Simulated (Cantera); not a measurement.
Input: 1 mol TEOS, 0.59 mol N2O, 20 mol N2, 29 mol O2, held at 723.15 K and 61.5 Torr.

Method: chemical equilibrium by Gibbs-energy minimisation in Cantera with the NASA 1993 tables (ideal gas, pure condensed phases). Candidate condensed phases: C, C6H6, C7H8, C8H18, H2O, Si, SiC, SiO2, Si2N2O, Si3N4; 151 gas species. The feed counts by its element totals alone. Kinetics and transport are ignored.

Task: What is the equilibrium state?

Result: 
| Property | Result |
|---|---|
| x(N2) | 0.368 |
| x(O2) | 0.309 |
| x(H2O) | 0.179 |
| x(CO2) | 0.143 |
| n(SiO2(α-quartz)) | 1.00 mol |
| gas amount | 55.88 mol |
| log10 activity of C(graphite) (absent) | -28.90 |
| log10 activity of Si(s) (absent) | -54.68 |
